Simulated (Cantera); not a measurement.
Input: 1 mol Al(CH₃)₃, 0.35 mol O₂, 670 mol N₂, held at 10.0 Pa.

Cantera equilibrium calculation (NASA polynomials, part measured and part estimated; ideal gas, pure solids and liquids). Candidate condensed phases: Al, AlN, Al₂O₃, C, C₆H₆, C₇H₈, C₈H₁₈, H₂O; 148 gas species. The feed counts by its element totals alone. Kinetics and transport are ignored.

At 1500 K, list the 4 most abundant gas species with their mole fractions, and the condensed phases.

N₂ 0.992, H₂ 0.00655, CO 0.00104, H 0.000143. Condensed: AlN(s) + C(graphite).
